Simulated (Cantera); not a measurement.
Input: 1 mol CF₄, 9.7 mol H₂, equilibrated at 10.0 Torr.

Method: chemical equilibrium by Gibbs-energy minimisation in Cantera with the NASA 1993 tables (ideal gas, pure condensed phases). Candidate condensed phases: C, C₆H₆, C₇H₈, C₈H₁₈; 110 gas species. Ions and electrons are included (thermal ionisation). Equilibrium is a limit: real reactors are often held back by kinetics, nucleation or transport.

**Question.** Which condensed phases are stable at each of these points (T (K)): 2000, 2250, 2500, 2750, 3000, 3250, 3500, 3750, 4000, 4250, 4500, 4750, 5000?

**Answer.** 
```json
[
 {"T (K)": "2000", "condensed phases": "C(graphite)", "C condensed (%)": "98.8"},
 {"T (K)": "2250", "condensed phases": "C(graphite)", "C condensed (%)": "95.0"},
 {"T (K)": "2500", "condensed phases": "C(graphite)", "C condensed (%)": "85.0"},
 {"T (K)": "2750", "condensed phases": "C(graphite)", "C condensed (%)": "61.2"},
 {"T (K)": "3000", "condensed phases": "gas only", "C condensed (%)": "0.0"},
 {"T (K)": "3250", "condensed phases": "gas only", "C condensed (%)": "0.0"},
 {"T (K)": "3500", "condensed phases": "gas only", "C condensed (%)": "0.0"},
 {"T (K)": "3750", "condensed phases": "gas only", "C condensed (%)": "0.0"},
 {"T (K)": "4000", "condensed phases": "gas only", "C condensed (%)": "0.0"},
 {"T (K)": "4250", "condensed phases": "gas only", "C condensed (%)": "0.0"},
 {"T (K)": "4500", "condensed phases": "gas only", "C condensed (%)": "0.0"},
 {"T (K)": "4750", "condensed phases": "gas only", "C condensed (%)": "0.0"},
 {"T (K)": "5000", "condensed phases": "gas only", "C condensed (%)": "0.0"}
]
```

From 2000 K to 2750 K the condensed part is C(graphite). From 3000 K to 5000 K nothing is condensed.
